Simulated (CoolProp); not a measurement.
The numbers come from the reference Helmholtz-energy equation of state, Span 2000 in CoolProp.

Task: For nitrogen, give the phase and the density (kg/m³), cp (kJ/(kg K)), cv (kJ/(kg K)), isothermal compressibility (1/MPa) at -178.65 °C and 926 kPa.

Result: 
- -178.65 °C and 926 kPa: liquid; density 723, cp 2.19, cv 1.00, isothermal compressibility 0.00663
